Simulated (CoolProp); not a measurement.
Computed with CoolProp (reference Helmholtz-energy equation of state, Aleksandrov 2011). It is a short technical equation, of lower accuracy than the large ones.

Q: For n-undecane, give the phase and the Z, cp (kJ/(kg K)), isothermal compressibility (1/MPa), expansivity (1/kK) at 455.9 K and 0.584 MPa; 282.3 K and 0.0237 MPa.

A: 
- 455.9 K and 0.584 MPa: liquid; Z 0.0393, cp 2.82, isothermal compressibility 0.00372, expansivity 1.43
- 282.3 K and 0.0237 MPa: liquid; Z 0.00211, cp 2.17, isothermal compressibility 0.000932, expansivity 1.03
